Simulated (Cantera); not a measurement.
A Cantera script and its output.

```python
import numpy as np
import cantera as ct

gas = ct.Solution("gri30.yaml")
gas.TPX = 1000, 150000, {'H2': 1, 'O2': 0.82, 'N2': 3.08, 'NO': 0.012}
reactor = ct.IdealGasReactor(gas, energy="on", clone=False)
net = ct.ReactorNet([reactor])
net.rtol, net.atol = 1e-08, 1e-16
show = ['H2', 'O2', 'NO', 'N2O', 'HO2', 'N2']
times = np.geomspace(4e-06, 7, 10)

steps = ct.SolutionArray(gas, extra=["t"])
rows = []
print(f"{'t/s':>10s}{'T/K':>9s}{'P/Pa':>11s}" + "".join(f"{s:>11s}" for s in show))
for t in times:
    while net.time < t:
        t_next = net.step()
        steps.append(gas.state, t=t_next)
    rows.append([np.interp(t, steps.t, y) for y in (steps.T, steps.P, *steps(*show).X.T)])
    print(f"{t:10.3e}{rows[-1][0]:9.1f}{rows[-1][1]:11.4g}" + "".join(f"{x:11.3e}" for x in rows[-1][2:]))
rate = np.gradient(steps.T, steps.t)
print("integrator steps:", len(steps.t))
if steps.T.max() > steps.T[0] + 200:
    print(f"time of steepest temperature rise: {steps.t[rate.argmax()]:.4e} s")
gas.TPX = 1000, 150000, {'H2': 1, 'O2': 0.82, 'N2': 3.08, 'NO': 0.012}
gas.equilibrate("UV")
print(f"equilibrium (UV): T = {gas.T:.1f} K  " + "  ".join(f"{s} {gas[s].X[0]:.3e}" for s in show))
```

It prints:

```
       t/s      T/K       P/Pa         H2         O2         NO        N2O        HO2         N2
 4.000e-06   1000.0    1.5e+05  2.036e-01  1.669e-01  2.443e-03  2.018e-13  1.876e-10  6.270e-01
 1.976e-05   1000.0    1.5e+05  2.036e-01  1.669e-01  2.443e-03  1.395e-11  2.491e-09  6.270e-01
 9.759e-05   1000.3    1.5e+05  2.035e-01  1.669e-01  2.431e-03  9.968e-08  1.166e-05  6.271e-01
 4.820e-04   2634.7  3.585e+05  4.755e-03  6.757e-02  4.394e-03  1.317e-06  1.698e-05  6.904e-01
 2.381e-03   2624.0  3.569e+05  4.657e-03  6.472e-02  1.056e-02  1.358e-06  1.604e-05  6.876e-01
 1.176e-02   2617.4  3.559e+05  4.597e-03  6.299e-02  1.433e-02  1.406e-06  1.547e-05  6.859e-01
 5.809e-02   2617.4  3.559e+05  4.597e-03  6.297e-02  1.435e-02  1.406e-06  1.547e-05  6.859e-01
 2.869e-01   2617.4  3.559e+05  4.597e-03  6.297e-02  1.435e-02  1.406e-06  1.547e-05  6.859e-01
 1.417e+00   2617.4  3.559e+05  4.597e-03  6.297e-02  1.435e-02  1.406e-06  1.547e-05  6.859e-01
 7.000e+00   2617.4  3.559e+05  4.597e-03  6.297e-02  1.435e-02  1.406e-06  1.547e-05  6.859e-01
integrator steps: 1387
time of steepest temperature rise: 1.5371e-04 s
equilibrium (UV): T = 2617.4 K  H2 4.597e-03  O2 6.297e-02  NO 1.435e-02  N2O 1.406e-06  HO2 1.547e-05  N2 6.859e-01
```

Model: GRI-Mech 3.0 (53 species, 325 reactions), integrated in Cantera. The mechanism lacks 2 NO + O2 → 2 NO2 and HONO, so NO2 and the effect of NO are under-described below about 1400 K.
